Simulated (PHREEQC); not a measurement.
Synthetic water in mg/L, 65 °C, pH 5.79, pe 8.2:

| constituent | mg/L |
|---|---|
| Na | 0.0151 |
| K | 0.000611 |
| Ca | 0.00667 |
| Mg | 0.00333 |
| Cl | 0.0206 |
| S(6) as SO4 | 0.00396 |
| Alkalinity as HCO3 | 0.0364 |
| Zn | 0.00146 |

Na is adjusted to close the charge balance.
Valence states are taken as typed.

Computed with PHREEQC (ion-association model, wateq4f.dat).

- ionic strength: 3.25e-6 mol/kgw

```json
[
 {"species": "CO2", "molality": "6.90e-6", "activity": "6.90e-6", "log γ": "0.000"},
 {"species": "HCO3-", "molality": "2.15e-6", "activity": "2.14e-6", "log γ": "-0.001"},
 {"species": "H+", "molality": "1.63e-6", "activity": "1.62e-6", "log γ": "-0.001"},
 {"species": "Na+", "molality": "5.93e-7", "activity": "5.92e-7", "log γ": "-0.001"},
 {"species": "Cl-", "molality": "5.81e-7", "activity": "5.80e-7", "log γ": "-0.001"},
 {"species": "Ca+2", "molality": "1.66e-7", "activity": "1.65e-7", "log γ": "-0.004"},
 {"species": "Mg+2", "molality": "1.37e-7", "activity": "1.36e-7", "log γ": "-0.004"},
 {"species": "OH-", "molality": "7.44e-8", "activity": "7.42e-8", "log γ": "-0.001"},
 {"species": "SO4-2", "molality": "4.12e-8", "activity": "4.08e-8", "log γ": "-0.004"},
 {"species": "Zn+2", "molality": "2.21e-8", "activity": "2.19e-8", "log γ": "-0.004"},
 {"species": "K+", "molality": "1.56e-8", "activity": "1.56e-8", "log γ": "-0.001"}
]
```

This is a speciation only: nothing precipitates in the calculation. Constants without temperature data keep their 25 °C values here.
